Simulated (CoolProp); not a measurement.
Vapour-liquid equilibrium of CH2F2 (R32) (1) + R143a (2) at 0.00812 MPa; x and y are mole fractions of (1).

Values from CoolProp's multi-fluid Helmholtz-energy mixture model, Tillner-Roth 1997 and Lemmon and Jacobsen 2000; pair parameters Bell 2016.

```csv
x,bubble temperature (K),y at the bubble point,dew temperature at overall composition x (K),liquid density (mol/L)
0.05,183.4,0.092,183.7,15.51
0.15,182.4,0.238,183.0,16.23
0.25,181.8,0.348,182.4,16.99
0.35,181.3,0.436,181.8,17.82
0.45,181.1,0.511,181.3,18.71
0.55,180.9,0.579,180.9,19.68
0.65,180.8,0.647,180.8,20.73
0.75,180.9,0.720,181.0,21.89
0.85,181.2,0.807,181.3,23.16
0.95,181.7,0.923,181.8,24.56
```

y crosses x between x = 0.55 and 0.65: the model has an azeotrope there.

The pair parameters rest on a limited set of measurements; away from them the model extrapolates.
